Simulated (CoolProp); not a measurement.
R141b along the isotherm 500 K: fugacity coefficient from the reference equation and from simpler models built on Tc = 477.5 K, pc = 4.212 MPa, ω = 0.220; each cubic takes its own stable root.

Model: reference Helmholtz-energy equation of state, Lemmon 2006, in CoolProp. It is a short technical equation, of lower accuracy than the large ones.

| p (MPa) | phase | reference |
|---|---|---|
| 0.486 | gas | 0.9679 |
| 0.972 | gas | 0.9361 |
| 1.46 | gas | 0.9042 |
| 1.94 | gas | 0.8730 |
| 2.43 | gas | 0.8412 |
| 2.92 | gas | 0.8093 |
| 3.4 | gas | 0.7779 |
| 3.89 | gas | 0.7457 |
| 4.37 | supercritical | 0.7136 |
| 4.86 | supercritical | 0.6800 |
| 5.35 | supercritical | 0.6451 |
| 5.83 | supercritical | 0.6106 |
| 6.32 | supercritical | 0.5778 |

How far does each simpler model (van der Waals, Redlich-Kwong) lie from the reference over these 13 states: mean and median of the absolute difference, and the worst?


- van der Waals: mean 0.9 %, median 1.0 %, worst +1.4 % at 500 K and 6.32 MPa
- Redlich-Kwong: mean 1.0 %, median 1.2 %, worst -1.5 % at 500 K and 5.35 MPa
